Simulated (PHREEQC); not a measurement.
Dissolve 0.051 mol/kgw H2SO4, 6.1e-06 mol/kgw H4SiO4 and 0.087 mol/kgw KH2PO4 at 15 °C. Closed to the air; pH follows from the charge balance.

The numbers come from PHREEQC with the ion-association model, wateq4f.dat.

The ionic strength comes out as 0.135 mol/kgw. What activity coefficients do K+, KSO4-, HSO4-, H2PO4-, SO4-2 get?

K+ 0.74, KSO4- 0.77, HSO4- 0.76, H2PO4- 0.77, SO4-2 0.34.

This is a speciation only: nothing precipitates in the calculation. Species that the database lacks are ignored. H3PO4, which wateq4f.dat lacks, is added to it with the constant of phreeqc.dat.
